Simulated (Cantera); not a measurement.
A perfectly stirred reactor is fed with 14.4 % CH3OH, 18.0 % O2, 67.6 % N2, at 5.50 bar; it is adiabatic with a 523 K inlet, and is followed from long to short residence time, starting on the burning branch (τ in s: 0.39, 0.16, 0.067, 0.028, 0.012, 0.0048, 0.002, 0.00083, 0.00035, 0.00014, 6e-05, 2.5e-05, 1e-05).

Model: GRI-Mech 3.0 (53 species, 325 reactions), integrated in Cantera. GRI-Mech 3.0 was tuned for natural gas; its chemistry of methanol as a main component is partial and can be far from experiment.

Task: Predict: blow-out, bracketed by the residence times tried; x(CH3OH) at τ = 0.390 s; x(O2) at τ = 0.390 s; x(HO2) at τ = 0.390 s; x(HCN) at τ = 0.390 s; x(CH3OH) at τ = 2.00 ms; x(O2) at τ = 2.00 ms; x(HO2) at τ = 2.00 ms; x(HCN) at τ = 2.00 ms.

Result: 
| Item | Result |
|---|---|
| blow-out, bracketed by the residence times tried | burning at 25.0 µs, out at 10.0 µs |
| x(CH3OH) at τ = 0.390 s | 9.76e-8 |
| x(O2) at τ = 0.390 s | 0.000122 |
| x(HO2) at τ = 0.390 s | 7.56e-8 |
| x(HCN) at τ = 0.390 s | 4.90e-8 |
| x(CH3OH) at τ = 2.00 ms | 7.50e-6 |
| x(O2) at τ = 2.00 ms | 0.00134 |
| x(HO2) at τ = 2.00 ms | 1.35e-6 |
| x(HCN) at τ = 2.00 ms | 4.87e-7 |
